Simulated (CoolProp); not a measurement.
Vapour-liquid equilibrium of R113 (1) + n-heptane (2) at 62.35 °C; x and y are mole fractions of (1).

Computed with CoolProp (multi-fluid Helmholtz-energy mixture model, Marx 1992 and Span 2003; pair parameters Bell 2016).

Give the bubble pressure and the first vapour's composition at x = 0.05, 0.5, 0.65. Is there an azeotrope?

x = 0.05: 0.3917 bar, y = 0.252; x = 0.5: 1.042 bar, y = 0.835; x = 0.65: 1.216 bar, y = 0.893. No azeotrope shows between x = 0.05 and 0.95.

Pair parameters are fitted to limited data, so mixtures are less certain than the pure fluids.
